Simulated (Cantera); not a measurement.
Input: 1 mol MgO, 0.084 mol H2S, a varied amount of N2, at 875 °C and 100000 Pa.

Method: chemical equilibrium by Gibbs-energy minimisation in Cantera with the NASA 1993 tables (ideal gas, pure condensed phases). Candidate condensed phases: H2O, H2SO4, Mg, MgO, Mg(OH)2, MgS, MgSO4, S; 43 gas species. Mutual solubility and eutectic melting of coexisting phases are not modelled. Gases not in the tables: S3 to S7. Kinetics and transport are ignored.

x: gas mole fraction; n: condensed amount in mol.

```tsv
n(N2) (mol)	x N2	x H2S	x H2	x S2	x H2O	x SH	x S2O	n MgO(s)	n MgS(s)
0.77	0.892	0.0714	0.0208	0.0104	0.00502	3.83e-5	1.18e-6	0.996	0.00434
1.4	0.937	___	___	___	___	___	___	0.996	0.00414
2.5	0.963	0.0215	0.00935	0.00467	0.00151	1.72e-5	3.54e-7	0.996	0.00392
4.5	0.979	0.0114	0.00611	0.00305	0.000798	1.12e-5	1.87e-7	0.996	0.00367
8.1	0.988	___	___	___	___	___	___	0.997	___
15	0.993	0.00290	0.00246	0.00123	0.000204	4.53e-6	4.77e-8	0.997	0.00308
26	0.996	0.00151	0.00160	0.000797	0.000106	2.94e-6	2.50e-8	0.997	0.00278
47	0.998	0.000740	0.000990	0.000495	5.20e-5	1.82e-6	1.22e-8	0.998	0.00245
```

### Question
Some entries are withheld; supply them.

### Answer

- 1.4, x H2S: 0.0394
- 1.4, x H2: 0.0140
- 1.4, x S2: 0.00700
- 1.4, x H2O: 0.00277
- 1.4, x SH: 2.58e-5
- 1.4, x S2O: 6.49e-7
- 8.1, x H2S: 0.00588
- 8.1, x H2: 0.00394
- 8.1, x S2: 0.00197
- 8.1, x H2O: 0.000414
- 8.1, x SH: 7.26e-6
- 8.1, x S2O: 9.69e-8
- 8.1, n MgS(s): 0.00339
